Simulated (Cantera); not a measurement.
**Stirred combustor or abatement burner**

A perfectly stirred reactor is fed with 12.8 % CH4, 0.499 % C2H6, 18.2 % O2, 68.6 % N2, equivalence ratio 1.5, at 7.90 bar; it is adiabatic with a 575 K inlet, and is followed from long to short residence time, starting on the burning branch (τ in s: 0.37, 0.13, 0.043, 0.015, 0.005, 0.0017, 0.00058, 0.0002, 6.7e-05, 2.3e-05, 7.8e-06).

Detailed kinetics in Cantera: GRI-Mech 3.0 (53 species, 325 reactions).

```csv
τ (s),T (K),x CH4,x C2H6,x O2,x N2O,x NO
0.37,2101,0.000116,7.44e-9,1.02e-5,2.37e-9,2.59e-5
0.13,2101,0.000297,3.07e-8,2.79e-5,3.96e-9,3.76e-5
0.043,2103,0.000737,1.51e-7,8.09e-5,7.05e-9,5.01e-5
0.015,2106,0.00152,6.30e-7,0.000218,1.03e-8,5.41e-5
0.0050,2109,0.00273,2.34e-6,0.000594,1.21e-8,4.65e-5
0.0017,2107,0.00425,7.39e-6,0.00154,1.36e-8,3.39e-5
0.00058,2089,0.00625,2.28e-5,0.00390,1.82e-8,2.07e-5
0.00020,2025,0.00999,9.02e-5,0.0108,3.60e-8,7.35e-6
6.7e-5,575,0.128,0.00499,0.182,<1e-12,<1e-12
2.3e-5,575,0.128,0.00499,0.182,<1e-12,<1e-12
7.8e-6,575,0.128,0.00499,0.182,<1e-12,<1e-12
```
x: mole fraction; the columns are a selection and need not sum to one.
